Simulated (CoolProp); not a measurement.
C3F8 (R218) at 298.15 K and 0.113 MPa is throttled through a valve to 0.0192 MPa with no heat exchange. Each further row changes one setting.

Model: reference Helmholtz-energy equation of state, Lemmon 2006, in CoolProp. It is a short technical equation, of lower accuracy than the large ones.

```
case                         temperature change (K)  final density (kg/m³)
---------------------------  ----------------------  ---------------------
as stated                                      -1.2                      …
outlet pressure 0.00576 MPa                       …                  0.439
outlet pressure 0.025 MPa                      -1.1                      …
```

Complete the blanks.


- as stated, final density (kg/m³): 1.47
- outlet pressure 0.00576 MPa, temperature change (K): -1.3
- outlet pressure 0.025 MPa, final density (kg/m³): 1.91
